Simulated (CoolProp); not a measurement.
Properties of CF4 (R14) along the isotherm 498 K.

Model: reference Helmholtz-energy equation of state, Platzer 1990, in CoolProp. This equation is an older, rougher fit.

```
p (bar)          phase  cp (kJ/(kg K))  isothermal compressibility (1/MPa)  expansivity (1/kK)  Prandtl number  fugacity coefficient
-------  -------------  --------------  ----------------------------------  ------------------  --------------  --------------------
4.03               gas          0.9091                               2.481               2.034           0.745                 1.000
8.06               gas          0.9116                               1.240               2.060           0.748                 1.001
12.1               gas          0.9141                              0.8257               2.085           0.750                 1.001
16.1               gas          0.9166                              0.6203               2.109           0.753                 1.001
20.2               gas          0.9191                              0.4942               2.133           0.756                 1.001
24.2               gas          0.9215                              0.4123               2.156           0.759                 1.002
28.2               gas          0.9240                              0.3536               2.179           0.761                 1.002
32.2               gas          0.9264                              0.3095               2.201           0.764                 1.002
36.3               gas          0.9288                              0.2744               2.223           0.767                 1.003
40.3     supercritical          0.9312                              0.2469               2.244           0.770                 1.003
44.3     supercritical          0.9335                              0.2244               2.264           0.773                 1.003
48.4     supercritical          0.9359                              0.2052               2.284           0.775                 1.004
52.4     supercritical          0.9382                              0.1894               2.304           0.778                 1.004
56.4     supercritical          0.9405                              0.1757               2.322           0.781                 1.005
```

Viscosity comes from a separate model (Huber 2003), an estimate that may be off by 10 % or more. Thermal conductivity comes from a separate model (Huber 2003), an estimate that may be off by 10 % or more.
